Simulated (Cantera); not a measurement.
An adiabatic, constant-volume homogeneous reactor starts with CH4 : H2 : O2 : N2 = 1 : 0.13 : 2.61 : 9.83 (molar parts), at 1725 K and 2000000 Pa. Integrator tolerance rtol = 1e-08.

Computed with Cantera and GRI-Mech 3.0 (53 species, 325 reactions). The pressure lies above the range GRI-Mech 3.0 was tuned for (to about 10 atm). Above 3000 K some thermodynamic fits are extrapolated.

What does this change do: initial temperature 1725 to 1198 K?


```tsv
quantity	before	after
time of steepest temperature rise	10.4 µs	0.605 ms
temperature at 0.100 s	3133 K	2891 K
equilibrium temperature	3133 K	2891 K
x(CH4) at 0.100 s	<1e-12 (gas-phase equilibrium <1e-12)	<1e-12 (gas-phase equilibrium <1e-12)
x(H2) at 0.100 s	0.00794 (gas-phase equilibrium 0.00794)	0.00345 (gas-phase equilibrium 0.00345)
x(O2) at 0.100 s	0.0364 (gas-phase equilibrium 0.0364)	0.0349 (gas-phase equilibrium 0.0349)
x(H2O2) at 0.100 s	3.25e-6 (gas-phase equilibrium 3.25e-6)	2.77e-6 (gas-phase equilibrium 2.77e-6)
x(NO2) at 0.100 s	2.93e-5 (gas-phase equilibrium 2.93e-5)	2.88e-5 (gas-phase equilibrium 2.88e-5)
```
